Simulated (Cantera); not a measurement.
An isothermal, constant-pressure homogeneous reactor starts with CH2O : O2 : N2 = 0.0048 : 0.0039 : 1 (molar parts), at 1298 K and 760 Torr. Integrator tolerance rtol = 1e-08.

Cantera simulation using GRI-Mech 3.0 (53 species, 325 reactions); the numbers are that mechanism's predictions, not measurements.

Task: What does this change do: 0.07 parts CH4 added?

Result: 
```json
[
 {"quantity": "x(CH2O) at 10.0 s", "before": "<1e-12 (gas-phase equilibrium <1e-12)", "after": "4.65e-7 (gas-phase equilibrium 3.96e-10)"},
 {"quantity": "x(O2) at 10.0 s", "before": "1.72e-11 (gas-phase equilibrium <1e-12)", "after": "7.65e-5 (gas-phase equilibrium <1e-12)"},
 {"quantity": "x(O) at 10.0 s", "before": "4.22e-12 (gas-phase equilibrium <1e-12)", "after": "1.10e-11 (gas-phase equilibrium <1e-12)"},
 {"quantity": "x(NO) at 10.0 s", "before": "1.43e-6 (gas-phase equilibrium 4.74e-10)", "after": "1.35e-11 (gas-phase equilibrium <1e-12)"},
 {"quantity": "x(CH4) at 10.0 s", "before": "<1e-12 (gas-phase equilibrium <1e-12)", "after": "0.0549 (gas-phase equilibrium 0.0157)"},
 {"quantity": "x(CO) at 10.0 s", "before": "0.00109 (gas-phase equilibrium 0.00109)", "after": "0.00665 (gas-phase equilibrium 0.0111)"}
]
```
GRI-Mech 3.0 stops at C3 and has no aromatics, soot or wall deposition, so with more carbon than oxygen in the feed, carbon stays in small species such as C2H2 where larger ones or solid carbon would form.
